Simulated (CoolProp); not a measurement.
Vapour-liquid equilibrium of isohexane (1) + benzene (2) at 132 kPa; x and y are mole fractions of (1).

Values from CoolProp's multi-fluid Helmholtz-energy mixture model, Lemmon 2006 and Thol 2012; pair parameters Bell 2016.

Give the bubble temperature and the first vapour's composition at x = 0.2, 0.8, 0.95. Is there an azeotrope?

x = 0.2: 79.6 °C, y = 0.369; x = 0.8: 70.3 °C, y = 0.844; x = 0.95: 69.1 °C, y = 0.960. No azeotrope shows between x = 0.05 and 0.95.

The pair parameters rest on a limited set of measurements; away from them the model extrapolates.
